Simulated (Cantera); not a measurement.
A closed system holds: 1 mol Si, 0.21 mol H2O, 18 mol N2, 0.099 mol CO2, equilibrated at 1000 °C and 6.30 mbar.

These are equilibrium values from Cantera (NASA tables, ideal gas, pure condensed phases), not measurements of a reactor. N2 is the only nitrogen source here; it is nearly inert below about 1500 K, so the nitride shown seldom forms there in practice. Mutual solubility and eutectic melting of coexisting phases are not modelled. Rates play no part.

| species | before | after |
|---|---|---|
| N2 | 0.988 | 0.996 |
| H2 | 0.0119 | 0.00445 |
| CO | 2.39e-5 | 2.40e-5 |
| HCN | 1.73e-5 | 1.06e-5 |
| C(graphite), mol | 0.0983 | 0.0984 |
| Si2N2O(s), mol | 0.408 | 0.276 |
| Si3N4(s), mol | 0.0616 | 0.150 |
Gas species are given as mole fractions.

Q: Which change was made?
A) H2O from 0.21 to 0.078 mol
B) pressure from 6.30 mbar to 3.00 Pa
C) temperature from 1000 °C to 1352 °C
D) temperature from 1000 °C to 1275 °C

A: A, H2O from 0.21 to 0.078 mol
